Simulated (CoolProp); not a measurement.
A closed Brayton cycle with nitrogen: compressor inlet 321.15 K and 2.3 MPa, high pressure 4.25 MPa, turbine inlet 735 K, compressor efficiency 0.8, turbine efficiency 0.93, recuperator effectiveness 0 (on enthalpy, no pinch check). Each further row changes one setting.

Computed with CoolProp (reference Helmholtz-energy equation of state, Span 2000).

| case | thermal efficiency (%) | net work (kJ/kg) | compressor to turbine work | compressor exit (K) | turbine exit (K) |
|---|---|---|---|---|---|
| as stated | 9.8 | 35.8 | 0.69 | 398.4 | 629.8 |
| turbine inlet 685 K | ___ | 27.8 | 0.74 | 398.4 | 586.0 |
| compressor inlet 331.15 K | ___ | ___ | 0.71 | ___ | 629.8 |
| high pressure 3.61 MPa | ___ | ___ | 0.66 | 376.5 | ___ |
| recuperator effectiveness 0.5 | 14.8 | 35.8 | 0.69 | 398.4 | 629.8 |

### Question
Fill in the missing entries.

### Answer

- turbine inlet 685 K, thermal efficiency (%): 9.0
- compressor inlet 331.15 K, thermal efficiency (%): 9.4
- compressor inlet 331.15 K, net work (kJ/kg): 33.2
- compressor inlet 331.15 K, compressor exit (K): 410.8
- high pressure 3.61 MPa, thermal efficiency (%): 7.6
- high pressure 3.61 MPa, net work (kJ/kg): 29.6
- high pressure 3.61 MPa, turbine exit (K): 656.3
